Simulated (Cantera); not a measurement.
Input: 1 mol SiH2Cl2, 20 mol NH3, 15 mol N2, equilibrated at 100 Torr.

Equilibrium computed with Cantera from the NASA thermochemical tables; the gas is ideal and each condensed phase is pure. Candidate condensed phases: NH4Cl, Si, Si3N4; 28 gas species. Rates play no part. All values below are at 1523 K.

Base state: H2 0.533, N2 0.432, HCl 0.0353, SiCl2 9.04e-5, H 4.62e-5 (mole fractions); condensed: Si3N4(s).

### Question
What changes in the equilibrium state with this change: NH3 from 20 to 0.37 mol?

### Answer
```json
[
 {"species": "N2", "before": "0.432", "after": "0.854"},
 {"species": "HCl", "before": "0.0353", "after": "0.0940"},
 {"species": "H2", "before": "0.533", "after": "0.0438"},
 {"species": "SiCl2", "before": "9.04e-5", "after": "0.00495"},
 {"species": "SiCl4", "before": "3.90e-7", "after": "0.00184"},
 {"species": "SiCl3", "before": "3.44e-6", "after": "0.00175"},
 {"species": "SiHCl3", "before": "6.61e-7", "after": "9.64e-5"},
 {"species": "Cl", "before": "2.46e-6", "after": "2.28e-5"},
 {"species": "Si3N4(s), mol", "before": "0.332", "after": "0.284"}
]
```
The tables' values for SiCl3 are old estimates; treat these amounts as uncertain.
